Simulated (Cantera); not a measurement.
What does this Cantera script print?

```python
import numpy as np
import cantera as ct

surf = ct.Interface("ptcombust.yaml", "Pt_surf")
gas = surf.adjacent["gas"]
gas.TPX = 300, 2700, {'CH4': 0.028, 'O2': 0.12, 'N2': 0.79}
jet = ct.ImpingingJet(gas=gas, width=0.071, surface=surf)
jet.inlet.mdot, jet.inlet.T, jet.inlet.X = 0.024, 300, {'CH4': 0.028, 'O2': 0.12, 'N2': 0.79}
jet.set_refine_criteria(ratio=10, slope=0.2, curve=0.3)
show, cover = ['CH4', 'O2', 'H2O', 'OH', 'CO', 'CO2'], ["PT(S)", "H(S)", "O(S)", "OH(S)", "CO(S)", "C(S)"]

rows = []
print(f"{'Ts/K':>7s}" + "".join(f"{s:>11s}" for s in show + cover) + "   (gas at the wall, coverages)")
for i, Ts in enumerate([950, 1000, 1050, 1100, 1150, 1200, 1250, 1300]):
    jet.surface.T = Ts
    if i == 0:
        surf.TP = Ts, 2700
        surf.coverages = "PT(S):0.5, O(S):0.5"
        surf.advance_coverages(1.0)
        jet.set_initial_guess(products="inlet")
    jet.solve(loglevel=0, auto=(i == 0))
    rows.append([*(jet.X[gas.species_index(s), -1] for s in show), *surf[cover].coverages])
    print(f"{Ts:7g}" + "".join(f"{x:11.3e}" for x in rows[-1]))
```

It prints:

```
   Ts/K        CH4         O2        H2O         OH         CO        CO2      PT(S)       H(S)       O(S)      OH(S)      CO(S)       C(S)   (gas at the wall, coverages)
    950  1.534e-02  9.702e-02  2.705e-02  1.396e-07  9.690e-06  1.774e-02  3.438e-01  1.463e-07  6.555e-01  6.986e-04  4.222e-06  2.021e-08
   1000  1.214e-02  9.029e-02  3.295e-02  3.810e-07  1.055e-05  2.156e-02  4.212e-01  3.024e-07  5.781e-01  6.667e-04  3.034e-06  1.896e-08
   1050  9.743e-03  8.525e-02  3.733e-02  9.202e-07  1.150e-05  2.443e-02  4.962e-01  5.585e-07  5.031e-01  6.080e-04  2.181e-06  1.736e-08
   1100  8.007e-03  8.163e-02  4.045e-02  2.004e-06  1.274e-05  2.650e-02  5.670e-01  9.490e-07  4.324e-01  5.383e-04  1.603e-06  1.589e-08
   1150  6.752e-03  7.905e-02  4.265e-02  4.005e-06  1.444e-05  2.796e-02  6.327e-01  1.517e-06  3.669e-01  4.675e-04  1.217e-06  1.475e-08
   1200  5.841e-03  7.724e-02  4.419e-02  7.440e-06  1.677e-05  2.897e-02  6.923e-01  2.313e-06  3.073e-01  4.004e-04  9.578e-07  1.395e-08
   1250  5.201e-03  7.606e-02  4.518e-02  1.297e-05  2.007e-05  2.961e-02  7.453e-01  3.391e-06  2.544e-01  3.393e-04  7.860e-07  1.354e-08
   1300  4.721e-03  7.524e-02  4.580e-02  2.140e-05  2.458e-05  3.007e-02  7.915e-01  4.815e-06  2.082e-01  2.852e-04  6.670e-07  1.340e-08
```

Computed with Cantera and Deutschmann's 1995 Pt surface mechanism with GRI-Mech 3.0 gas chemistry. Catalytic surfaces can have several steady states; this one follows from the mechanism file's or the stated starting coverage.
